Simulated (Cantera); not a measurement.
A diamond (100) surface in a fixed gas of H2 with x(CH4) = 0.0054, x(H) = 0.0079, x(CH3) = 3.5e-05, 0.250 bar; coverages are run to steady state.

Detailed kinetics in Cantera: the Harris–Goodwin 1993 mechanism for the reconstructed diamond (100) surface.

θ: site fractions in the mechanism's names (c6HH fully hydrogenated, c6H* and c6*H radical sites, c6** diradical, c6HM methylated).

```
T (K)  growth (µm/h)  θ c6HH  θ c6H*  θ c6*H   θ c6**    θ c6HM
-----  -------------  ------  ------  ------  -------  --------
925                ?   0.665  0.0126   0.313  0.00547   0.00333
1000               ?   0.595  0.0187   0.373  0.00976   0.00240
1075               ?   0.531  0.0257   0.425   0.0158   0.00174
1150            7.27   0.474  0.0334   0.467   0.0238   0.00120
1225            6.87   0.424  0.0414   0.500   0.0334  0.000686
1300               ?   0.382  0.0495   0.524   0.0446  0.000286
1375               ?   0.346  0.0573   0.540   0.0567   9.34e-5
```

**Question.** Complete the blanks.

**Answer.** 
- 925, growth (µm/h): 3.17
- 1000, growth (µm/h): 4.62
- 1075, growth (µm/h): 6.16
- 1300, growth (µm/h): 5.00
- 1375, growth (µm/h): 3.52
